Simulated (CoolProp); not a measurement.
Saturated liquid density (kg/m³) of propylene: the reference equation beside estimates from Tc = 91.1 °C, pc = 4.555 MPa, ω = 0.146. Rackett uses Z = 0.29056 − 0.08775 ω.

Model: reference Helmholtz-energy equation of state, Lemmon 2013, in CoolProp.

| T (°C) | reference | Rackett | van der Waals | Redlich-Kwong | Soave-Redlich-Kwong |
|---|---|---|---|---|---|
| -101.25 | 673.0 | 662.6 | 421.3 | 626.6 | 629.3 |
| -95.95 | 667.0 | 657.0 | 418.1 | 621.2 | 624.4 |
| -90.65 | 661.0 | 651.4 | 414.7 | 615.7 | 619.4 |
| -85.25 | ? | 645.5 | 411.2 | 610.0 | 614.2 |
| -79.95 | 648.7 | 639.7 | 407.8 | 604.2 | 608.9 |
| -74.65 | 642.5 | 633.8 | 404.2 | 598.3 | ? |
| -69.25 | 636.2 | 627.8 | 400.5 | 592.0 | 597.8 |
| -63.95 | 629.9 | 621.7 | 396.8 | 585.8 | 592.0 |
| -58.65 | 623.5 | 615.6 | 393.1 | 579.3 | 586.1 |
| -53.35 | 617.1 | 609.3 | 389.2 | 572.7 | 580.0 |
| -47.95 | 610.5 | 602.9 | 385.2 | 565.8 | 573.5 |
| -42.65 | 603.9 | ? | 381.2 | 558.8 | 567.0 |
| -37.35 | 597.2 | 589.9 | ? | 551.6 | 560.2 |
| -31.95 | 590.2 | 583.1 | 372.8 | 544.1 | 553.1 |

Fill in the missing entries.


- -85.25, reference: 654.8
- -74.65, Soave-Redlich-Kwong: 603.5
- -42.65, Rackett: 596.4
- -37.35, van der Waals: 377.1

Absolute difference from the reference over all 14 rows, mean and median: Rackett 1.3 and 1.3 %, van der Waals 37.1 and 37.0 %, Redlich-Kwong 7.1 and 7.0 %, Soave-Redlich-Kwong 6.2 and 6.1 %.
